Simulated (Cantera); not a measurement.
Input (Python, Cantera):

```python
import numpy as np
import cantera as ct

gas = ct.Solution("gri30.yaml")


def delay(T, t_max=10):
    gas.TPX = T, 2800000, {'CH4': 1, 'C2H6': 0.063, 'C3H8': 0.17, 'O2': 3.17, 'N2': 12.7, 'CO2': 0.41}
    reactor = ct.IdealGasConstPressureReactor(gas, clone=False)
    net = ct.ReactorNet([reactor])
    net.rtol, net.atol = 1e-8, 1e-16
    while net.time < t_max:
        t_old, T_old = net.time, reactor.T
        net.step()
        if reactor.T > T + 400:  # ignition: a rise of 400 K
            return t_old + (T + 400 - T_old) / (reactor.T - T_old) * (net.time - t_old)
    return np.nan


taus = []
for T in [1173, 1273, 1373, 1473, 1573, 1673, 1773, 1873, 1973, 2073]:
    taus.append(delay(T))
    print(f"T0 = {T:6g} K   tau = {taus[-1]:.4e} s")
```

Output:

```
T0 =   1173 K   tau = 8.2471e-04 s
T0 =   1273 K   tau = 2.3876e-04 s
T0 =   1373 K   tau = 7.4262e-05 s
T0 =   1473 K   tau = 2.5720e-05 s
T0 =   1573 K   tau = 1.0250e-05 s
T0 =   1673 K   tau = 4.7175e-06 s
T0 =   1773 K   tau = 2.4691e-06 s
T0 =   1873 K   tau = 1.4387e-06 s
T0 =   1973 K   tau = 9.1488e-07 s
T0 =   2073 K   tau = 6.2436e-07 s
```

Detailed kinetics in Cantera: GRI-Mech 3.0 (53 species, 325 reactions). The pressure lies above the range GRI-Mech 3.0 was tuned for (to about 10 atm).
